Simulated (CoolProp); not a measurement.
Vapour-liquid equilibrium of o-xylene (1) + n-nonane (2) at 14.8 kPa; x and y are mole fractions of (1).

Values from CoolProp's multi-fluid Helmholtz-energy mixture model, Zhou 2012 and Lemmon 2006; pair parameters Bell 2016.

Q: Give the bubble temperature and the first vapour's composition at x = 0.2, 0.65, 0.8. Is there an azeotrope?

A: x = 0.2: 361.2 K, y = 0.270; x = 0.65: 357.8 K, y = 0.693; x = 0.8: 357.3 K, y = 0.816. No azeotrope shows between x = 0.05 and 0.95.

Pair parameters are fitted to limited data, so mixtures are less certain than the pure fluids.
